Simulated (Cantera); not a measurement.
Input: 1 mol CHF3, 0.021 mol Si.

These are equilibrium values from Cantera (NASA tables, ideal gas, pure condensed phases), not measurements of a reactor. Candidate condensed phases: C, C6H6, C7H8, C8H18, Si, SiC; 113 gas species. The tables' values for SiF2, SiF3 are old estimates. Rates play no part.

Problem. What condenses at these points (T in K, P in Pa): (2575, 3200); (2675, 100); (3175, 3.2); (2875, 320); (2275, 1)?

Solution. 
| T (K) | P in Pa | condensed phases | Si condensed (%) |
|---|---|---|---|
| 2575 | 3200 | C | 0.0 |
| 2675 | 100 | C | 0.0 |
| 3175 | 3.2 | gas only | 0.0 |
| 2875 | 320 | C | 0.0 |
| 2275 | 1 | C | 0.0 |
